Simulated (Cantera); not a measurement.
Cantera run:

```python
import numpy as np
import cantera as ct

gas_names = """
    CL CL2 H HCL H2 K KCL KH K2 K2CL2 N NH NH2 NH3 N2 N2H2 N2H4
""".split()
cond_names = """
    K(cr) K(L) KCL(s) KCL(L) NH4CL(a) NH4CL(b)
""".split()


def load(file, names, dense=False):
    # The tables refer to 1 bar. Condensed volumes are neglected.
    table = {s.name: s for s in ct.Species.list_from_file(file)}
    out = []
    for n in names:
        d = dict(table[n].input_data)
        d["thermo"] = dict(d["thermo"], **{"reference-pressure": 1e5})
        if dense:
            d["equation-of-state"] = {"model": "constant-volume", "density": "1e6 g/cm^3"}
        out.append(ct.Species.from_dict(d))
    return out


gas = ct.Solution(thermo="ideal-gas", species=load("nasa_gas.yaml", gas_names))
cond = {s.name: ct.Solution(thermo="fixed-stoichiometry", species=[s], name=s.name)
        for s in load("nasa_condensed.yaml", cond_names, dense=True)}
atoms = {
    'KCl': {'K': 1, 'CL': 1},
    'HCl': {'H': 1, 'CL': 1},
    'N2': {'N': 2},
}
top_T = {}  # K; cautious upper limits of use, not melting points


def equilibrate(T, P, feed):
    n = {}
    for name, mol in feed.items():
        for a, k in atoms[name].items():
            n[a] = n.get(a, 0.0) + k * mol
    gas.TPX = T, P, n
    mass = sum(n.values()) * gas.mean_molecular_weight
    gas.equilibrate("TP")
    valid = [c for c in cond.values() if c.min_temp <= T <= top_T.get(c.name, c.max_temp)]
    mix = ct.Mixture([(gas, mass / gas.mean_molecular_weight)] + [(c, 0.0) for c in valid])
    mix.T, mix.P = T, P
    mix.equilibrate("TP", solver="vcs", rtol=1e-11, max_steps=5000)
    return mix


results = []
T = 1925  # K
P = 2200  # Pa
for m in [2.6, 5.4, 11, 22, 44, 89, 180]:
    feed = {'KCl': 1, 'HCl': 0.18, 'N2': m}  # mol
    mix = equilibrate(T, P, feed)
    results.append((T, P, feed, dict(zip(mix.species_names, mix.species_moles))))

top = {s: max(r[3][s] / sum(r[3][g] for g in gas_names) for r in results) for s in gas_names}
cols = sorted((s for s in top if top[s] > 1e-05), key=lambda s: -top[s])[:7]
seen = [c for c in cond_names if any(r[3].get(c, 0) > 1e-12 for r in results)]
print("log10 of partial pressures in bar; condensed amounts in mol")
print(f"{'n(N2)':>10s}" + "".join(f"{s[:9]:>10s}" for s in cols + seen))
for T, P, feed, n in results:
    ng = sum(n[g] for g in gas_names)
    print(f"{feed['N2']:10.4g}" + "".join(f"{np.log10(max(n[s] / ng * P / 1e5, 1e-99)):10.3f}" for s in cols)
          + "".join(f"{n.get(c, 0):10.4g}" for c in seen))
```

It prints:

```
log10 of partial pressures in bar; condensed amounts in mol
     n(N2)        N2       KCL       HCL        CL        H2         K         H
       2.6    -1.821    -2.237    -3.021    -3.984    -4.362    -4.968    -5.201
       5.4    -1.744    -2.478    -3.269    -4.143    -4.539    -5.049    -5.289
        11    -1.702    -2.746    -3.547    -4.320    -4.739    -5.139    -5.389
        22    -1.681    -3.026    -3.838    -4.505    -4.953    -5.235    -5.496
        44    -1.669    -3.317    -4.143    -4.695    -5.182    -5.336    -5.611
        89    -1.663    -3.619    -4.461    -4.890    -5.429    -5.444    -5.734
       180    -1.661    -3.926    -4.785    -5.084    -5.689    -5.556    -5.864
```

These are equilibrium values from Cantera (NASA tables, ideal gas, pure condensed phases), not measurements of a reactor.
